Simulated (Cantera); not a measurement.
Charge: 1 mol SiCl₄, 0.54 mol Cl₂, a varied amount of H₂, held at 798.15 K and 750 Torr.

These are equilibrium values from Cantera (NASA tables, ideal gas, pure condensed phases), not measurements of a reactor. Candidate condensed phases: Si; 19 gas species. Rates play no part.

Problem. At 4.7 mol H₂, list the 4 most abundant gas species with their mole fractions, and the condensed phases.

Solution. H₂ 0.666, HCl 0.174, SiCl₄ 0.160, SiHCl₃ 0.000541. Condensed: gas only.
